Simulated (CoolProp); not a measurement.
Vapour pressure (MPa) of n-perfluorobutane: the reference equation beside estimates from Tc = 386.3 K, pc = 2.322 MPa, ω = 0.372. Clausius-Clapeyron is anchored at 228.9 K with a constant enthalpy of vaporisation of 26.37 kJ/mol.

Computed with CoolProp (reference Helmholtz-energy equation of state, Gao 2022).

| T (K) | reference | Clausius-Clapeyron | van der Waals | Redlich-Kwong | Soave-Redlich-Kwong | Peng-Robinson |
|---|---|---|---|---|---|---|
| 222.2 | 0.008150 | 0.008214 | 0.1574 | 0.03007 | 0.008290 | 0.008654 |
| 225.5 | 0.01009 | 0.01012 | 0.1718 | 0.03540 | 0.01023 | 0.01063 |
| 228.9 | 0.01247 | 0.01247 | 0.1876 | 0.04162 | 0.01261 | 0.01305 |
| 232.2 | 0.01521 | 0.01519 | 0.2038 | 0.04843 | 0.01534 | 0.01581 |
| 235.5 | 0.01842 | 0.01839 | 0.2209 | 0.05606 | 0.01853 | 0.01903 |
| 238.8 | 0.02216 | 0.02216 | 0.2391 | 0.06457 | 0.02226 | 0.02278 |
| 242.1 | 0.02649 | 0.02655 | 0.2582 | 0.07402 | 0.02657 | 0.02710 |
| 245.5 | 0.03163 | 0.03184 | 0.2789 | 0.08481 | 0.03169 | 0.03223 |
| 248.8 | 0.03737 | 0.03779 | 0.3000 | 0.09636 | 0.03741 | 0.03794 |
| 252.1 | 0.04391 | 0.04465 | 0.3222 | 0.1091 | 0.04393 | 0.04443 |

Absolute difference from the reference over all 10 rows, mean and median: Clausius-Clapeyron 0.5 and 0.3 %, van der Waals 1115.0 and 1039.1 %, Redlich-Kwong 202.2 and 197.9 %, Soave-Redlich-Kwong 0.7 and 0.5 %, Peng-Robinson 3.3 and 3.1 %.
